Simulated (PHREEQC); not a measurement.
Dissolve 0.00021 mol CaSO4, 0.0013 mol Na2SO4 and 0.054 mol MgSO4 per kg of water at 5 °C. Closed to the air; pH follows from the charge balance.

The numbers come from PHREEQC with the ion-association model, wateq4f.dat.

Each row changes one thing in this solution. This is a speciation only: nothing precipitates in the calculation.

| case | pH | ionic strength (mol/kgw) | SO4-2 (mol/kgw) | Mg+2 (mol/kgw) | MgSO4 (mol/kgw) | Na+ (mol/kgw) | SI of Epsomite (MgSO4:7H2O) | SI of Mirabilite (Na2SO4:10H2O) |
|---|---|---|---|---|---|---|---|---|
| as made | 7.15 | 0.139 | 0.0350 | 0.0336 | 0.0204 | 0.00247 | -1.52 | -5.25 |
| temperature from 5 to 65 °C | 6.29 | 0.0823 | 0.0208 | 0.0195 | 0.0345 | 0.00248 | [?] | -8.08 |
| CaSO4 replaced by NaHSO4 at the same molality | 4.03 | 0.139 | 0.0349 | 0.0336 | 0.0204 | [?] | -1.52 | -5.19 |
| diluted 5-fold with water | 7.24 | 0.0336 | 0.00845 | 0.00817 | 0.00263 | 0.000510 | -2.42 | -6.97 |
| CaSO4 left out | 7.15 | 0.138 | 0.0348 | 0.0337 | 0.0203 | 0.00247 | -1.52 | -5.25 |

Task: Some entries are withheld; supply them.

Result: 
- temperature from 5 to 65 °C, SI of Epsomite (MgSO4:7H2O): -2.33
- CaSO4 replaced by NaHSO4 at the same molality, Na+ (mol/kgw): 0.00267

At this temperature some constants are extrapolated from 25 °C, and those without enthalpy data are left unchanged.
